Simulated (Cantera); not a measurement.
A closed system holds: 1 mol SiH2Cl2, 210 mol H2, held at 750 Torr.

Method: chemical equilibrium by Gibbs-energy minimisation in Cantera with the NASA 1993 tables (ideal gas, pure condensed phases). Candidate condensed phases: Si; 19 gas species. Gases not in the tables: Si2H6 and higher silanes. Equilibrium is a limit: real reactors are often held back by kinetics, nucleation or transport.

What share of the Si ends up in condensed phases as a function of T (K), at 1400, 1600, 1800, 2000, 2200, 2400, 2600?


```
T (K)  Si condensed (%)     as
-----  ----------------  -----
1400               93.9  Si(s)
1600               93.8  Si(s)
1800               93.8  Si(l)
2000               91.7  Si(l)
2200               77.8  Si(l)
2400               16.5  Si(l)
2600                0.0      -
```
